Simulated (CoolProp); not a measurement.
A simple Rankine cycle with R134a: condensing at 324.15 K, boiler at 3.12 MPa, turbine inlet 454 K, turbine efficiency 0.85, pump efficiency 0.6, no recuperator. Each further row changes one setting.

The numbers come from the reference Helmholtz-energy equation of state, Tillner-Roth 1994 in CoolProp.

```
case                             thermal efficiency (%)  net work (kJ/kg)  heat in (kJ/kg)  turbine exit temperature (K)  volume ratio over the turbine
-------------------------------  ----------------------  ----------------  ---------------  ----------------------------  -----------------------------
as stated                                           7.1              19.9              280                         423.0                           2.30
condensing temperature 316.15 K                     8.6              25.0              292                         416.2                           2.81
boiler pressure 2.18 MPa                            4.3              12.3              288                         437.1                           1.60
turbine efficiency 0.75                             6.1              17.2              280                         425.4                           2.32
```
